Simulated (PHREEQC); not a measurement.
1 g of hydrous ferric oxide (600 m²/g; 0.2 weak and 0.005 strong sites per Fe, Dzombak-Morel constants, diffuse double layer) in 1 kg of water with 0.01 mol/kgw of an inert sodium salt and 1.3e-05 mol MnCl2, 5.7e-06 mol Na2HAsO4 and 0.00022 mol CuSO4, at 25 °C; the pH is set by adding NaOH or the inert anion's acid. The system is closed to oxygen. No CO2 enters from the air. No solid was allowed to form.

The series has 17 steps of pH, from 3 to 9.

Computed with PHREEQC (ion-association model, wateq4f.dat).

Near which pH is half of the Mn sorbed, and on which side is more sorbed?

Near pH 7.0, with more sorbed at higher pH.

Near which pH is half of the S sorbed, and on which side is more sorbed?

Near pH 6.9, with more sorbed at lower pH.

Near which pH is half of the Cu sorbed, and on which side is more sorbed?

Near pH 4.8, with more sorbed at higher pH.

The database has no arsenate complexes of Cu, Mn. The database's constant for dissolved Cu(OH)2 is higher than later reviews accept. The oxide is taken as insoluble; below pH 4 it would dissolve.
